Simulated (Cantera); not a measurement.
A closed system holds: 1 mol c-C4F8, 0.025 mol Si, 2.9 mol H2, held at 1.30 Pa.

Method: chemical equilibrium by Gibbs-energy minimisation in Cantera with the NASA 1993 tables (ideal gas, pure condensed phases). Candidate condensed phases: C, C6H6, C7H8, C8H18, Si, SiC; 113 gas species. The feed counts by its element totals alone. Gases not in the tables: C2F6 and larger saturated fluorocarbons. Kinetics and transport are ignored.

### Question
At 1277 °C, list the 6 most abundant gas species with their mole fractions, and the condensed phases.

### Answer
HF 0.903, CF4 0.0756, F 0.0108, CF2 0.00671, SiF4 0.00389, CF3 0.000135. Condensed: C(graphite).
